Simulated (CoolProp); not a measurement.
C3F8 (R218) at several states: fugacity coefficient from the reference equation and from simpler models built on Tc = 345.0 K, pc = 26.40 bar, ω = 0.317; each cubic takes its own stable root.

The numbers come from the reference Helmholtz-energy equation of state, Lemmon 2006 in CoolProp. It is a short technical equation, of lower accuracy than the large ones.

```json
[
 {"T (K)": "311.7", "p (bar)": "44.5", "phase": "liquid", "reference": "0.2586"},
 {"T (K)": "244.5", "p (bar)": "8.56", "phase": "liquid", "reference": "0.1648"},
 {"T (K)": "229.1", "p (bar)": "9.32", "phase": "liquid", "reference": "0.07816"},
 {"T (K)": "425.4", "p (bar)": "25.4", "phase": "gas", "reference": "0.8589"}
]
```

How far does each simpler model (van der Waals, Soave-Redlich-Kwong) lie from the reference over these 4 states: mean and median of the absolute difference, and the worst?


- van der Waals: mean 177.7 %, median 147.6 %, worst +412.9 % at 229.1 K and 9.32 bar
- Soave-Redlich-Kwong: mean 1.3 %, median 0.8 %, worst +3.3 % at 311.7 K and 44.5 bar
